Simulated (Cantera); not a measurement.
A Cantera script and what it prints.

```python
import numpy as np
import cantera as ct

gas_names = """
    CL CL2 H HCL H2 Si SiCL SiCL2 SiCL3 SiCL4 SiH SiHCL3 SiH2 SiH2CL2 SiH3 SiH3CL SiH4 Si2 Si3
""".split()
cond_names = """
    Si(cr) Si(L)
""".split()


# ... load() reads the species with a 1 bar reference pressure and builds the phases ...
atoms = {
    'SiCl4': {'Si': 1, 'CL': 4},
    'H2': {'H': 2},
}
top_T = {}  # K; cautious upper limits of use, not melting points


# ... equilibrate(T, P, feed) seeds the gas with the atoms and calls Mixture.equilibrate('TP', solver="vcs", rtol=1e-11, max_steps=5000) ...
results = []
feed = {'SiCl4': 1, 'H2': 0.48}  # mol
P = 13332.2  # Pa
for T in [600, 650, 700, 750, 800, 850, 900, 950]:
    mix = equilibrate(T, P, feed)
    results.append((T, P, feed, dict(zip(mix.species_names, mix.species_moles))))

top = {s: max(r[3][s] / sum(r[3][g] for g in gas_names) for r in results) for s in gas_names}
cols = sorted((s for s in top if top[s] > 0.001), key=lambda s: -top[s])[:9]
seen = [c for c in cond_names if any(r[3].get(c, 0) > 1e-12 for r in results)]
print("log10 of partial pressures in bar; condensed amounts in mol")
print(f"{'T/K':>10s}" + "".join(f"{s[:9]:>10s}" for s in cols + seen))
for T, P, feed, n in results:
    ng = sum(n[g] for g in gas_names)
    print(f"{T:10.4g}" + "".join(f"{np.log10(max(n[s] / ng * P / 1e5, 1e-99)):10.3f}" for s in cols)
          + "".join(f"{n.get(c, 0):10.4g}" for c in seen))
```

Result:

```
log10 of partial pressures in bar; condensed amounts in mol
       T/K     SiCL4        H2       HCL    SiHCL3     SiCL3
       600    -1.047    -1.367    -3.487    -3.488    -8.302
       650    -1.048    -1.370    -3.254    -3.254    -7.348
       700    -1.050    -1.373    -3.056    -3.056    -6.532
       750    -1.052    -1.377    -2.886    -2.887    -5.826
       800    -1.054    -1.383    -2.739    -2.742    -5.210
       850    -1.057    -1.389    -2.610    -2.616    -4.669
       900    -1.061    -1.397    -2.496    -2.509    -4.191
       950    -1.066    -1.406    -2.393    -2.418    -3.768
```

Cantera equilibrium calculation (NASA polynomials, part measured and part estimated; ideal gas, pure solids and liquids). The tables' values for SiCl3 are old estimates; treat these amounts as uncertain.
